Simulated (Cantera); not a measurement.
**Si2H6 + NO + N2 (silicon oxide and oxynitride deposition)**

Charge: 1 mol Si2H6, 0.22 mol NO, 120 mol N2, held at 0.00730 bar.

These are equilibrium values from Cantera (NASA tables, ideal gas, pure condensed phases), not measurements of a reactor. Candidate condensed phases: H2O, Si, SiO2, Si2N2O, Si3N4; 35 gas species. The feed counts by its element totals alone. Mutual solubility and eutectic melting of coexisting phases are not modelled. Kinetics and transport are ignored.

From 775 K to 1525 K the condensed part is Si2N2O(s) + Si3N4(s). At 1675 K the condensed part is Si3N4(s).

```json
[
 {"T (K)": "775", "x N2": "0.975", "x H2": "0.0246", "x SiO": "<1e-12", "x H": "1.82e-12", "x Si": "<1e-12", "x SiN": "<1e-12", "n Si2N2O(s)": "0.220", "n Si3N4(s)": "0.520"},
 {"T (K)": "925", "x N2": "0.975", "x H2": "0.0246", "x SiO": "<1e-12", "x H": "4.78e-10", "x Si": "<1e-12", "x SiN": "<1e-12", "n Si2N2O(s)": "0.220", "n Si3N4(s)": "0.520"},
 {"T (K)": "1075", "x N2": "0.975", "x H2": "0.0246", "x SiO": "<1e-12", "x H": "2.69e-8", "x Si": "<1e-12", "x SiN": "<1e-12", "n Si2N2O(s)": "0.220", "n Si3N4(s)": "0.520"},
 {"T (K)": "1225", "x N2": "0.975", "x H2": "0.0246", "x SiO": "6.50e-10", "x H": "5.72e-7", "x Si": "<1e-12", "x SiN": "<1e-12", "n Si2N2O(s)": "0.220", "n Si3N4(s)": "0.520"},
 {"T (K)": "1375", "x N2": "0.975", "x H2": "0.0246", "x SiO": "3.29e-7", "x H": "6.29e-6", "x Si": "3.31e-10", "x SiN": "6.42e-11", "n Si2N2O(s)": "0.220", "n Si3N4(s)": "0.520"},
 {"T (K)": "1525", "x N2": "0.975", "x H2": "0.0246", "x SiO": "4.76e-5", "x H": "4.34e-5", "x Si": "1.26e-7", "x SiN": "1.23e-8", "n Si2N2O(s)": "0.214", "n Si3N4(s)": "0.522"},
 {"T (K)": "1675", "x N2": "0.974", "x H2": "0.0245", "x SiO": "0.00180", "x H": "0.000212", "x Si": "1.64e-5", "x SiN": "9.09e-7", "n Si2N2O(s)": "0", "n Si3N4(s)": "0.593"}
]
```
x: gas mole fraction; n: condensed amount in mol.
